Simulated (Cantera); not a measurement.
Feed: 1 mol BN, 46 mol HCl, 24 mol N2, at 700 K and 0.0210 bar.

These are equilibrium values from Cantera (NASA tables, ideal gas, pure condensed phases), not measurements of a reactor. Candidate condensed phases: B, BN, NH4Cl; 21 gas species. Kinetics and transport are ignored.

### Question
What is the equilibrium state?

### Answer
```
Quantity                            Result
-------------------------------  ---------
x(HCl)                               0.657
x(N2)                                0.343
x(H2)                             0.000267
x(BCl3)                           0.000178
n(BN(s))                         0.988 mol
gas amount                       70.00 mol
log10 activity of B(s) (absent)     -13.06
```
